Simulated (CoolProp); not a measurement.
Saturated liquid density (kg/m³) of octamethylcyclotetrasiloxane (D4): the reference equation beside estimates from Tc = 313.4 °C, pc = 1347 kPa, ω = 0.598.

Values from CoolProp's reference Helmholtz-energy equation of state, Thol 2015.

```csv
T (°C),reference,van der Waals,Redlich-Kwong,Peng-Robinson
52.35,919.3,520.1,769.2,921.0
65.25,904.3,512.9,756.9,910.6
78.15,889.2,505.5,744.2,899.4
91.05,873.9,497.8,730.9,887.5
103.95,858.4,489.8,717.0,874.9
116.85,842.5,481.6,702.6,861.3
129.65,826.5,473.1,687.5,846.8
142.55,810.0,464.1,671.7,831.1
155.45,793.1,454.8,655.1,814.2
```

Absolute difference from the reference over all 9 rows, mean and median: van der Waals 43.0 and 42.9 %, Redlich-Kwong 16.6 and 16.5 %, Peng-Robinson 1.7 and 1.9 %.
